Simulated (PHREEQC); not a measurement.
Consider water at 25 °C with 0.0021 mol/kgw H2SO4. Closed to the air; pH follows from the charge balance.

All values are PHREEQC results (ion-association model, phreeqc.dat), not measurements.

```json
[
 {"quantity": "pH", "before": "2.46", "after": "3.11"},
 {"quantity": "ionic strength (mol/kgw)", "before": "0.00541", "after": "0.00121"},
 {"quantity": "SO4-2 (mol/kgw)", "before": "0.00165", "after": "0.000393"},
 {"quantity": "HSO4- (mol/kgw)", "before": "0.000447", "after": "2.67e-5"}
]
```

Task: Name the change that produced these shifts.
A) H2SO4 from 0.0021 to 0.00021 mol/kgw
B) H2SO4 from 0.0021 to 0.00042 mol/kgw
C) H2SO4 from 0.0021 to 0.00189 mol/kgw
D) H2SO4 from 0.0021 to 0.00231 mol/kgw
E) H2SO4 from 0.0021 to 0.0105 mol/kgw

Result: B, H2SO4 from 0.0021 to 0.00042 mol/kgw

Precipitation was switched off in this run.
